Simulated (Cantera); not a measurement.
Cantera with NASA thermochemical tables; ideal gases at 1 bar, condensed phases pure. Values are per mole of reaction as written; species without (g) are pure solids or liquids, kept so even where they would boil at 1 bar.

1.2 Ti + O₂(g) → 0.4 Ti₃O₅

```
T (K)  ΔH° (kJ)  ΔS° (J/K)  ΔG° (kJ)  log10 K
-----  --------  ---------  --------  -------
1448     -970.3     -166.5    -729.2    26.31
1498     -969.4     -165.9    -720.9    25.14
1548          …          …         …        …
1598          …          …         …        …
1648          …          …         …        …
```

Question: Some entries are withheld; supply them.

Answer: 
- 1548, ΔH° (kJ): -968.6
- 1548, ΔS° (J/K): -165.3
- 1548, ΔG° (kJ): -712.6
- 1548, log10 K: 24.05
- 1598, ΔH° (kJ): -967.7
- 1598, ΔS° (J/K): -164.8
- 1598, ΔG° (kJ): -704.4
- 1598, log10 K: 23.02
- 1648, ΔH° (kJ): -966.8
- 1648, ΔS° (J/K): -164.2
- 1648, ΔG° (kJ): -696.2
- 1648, log10 K: 22.07
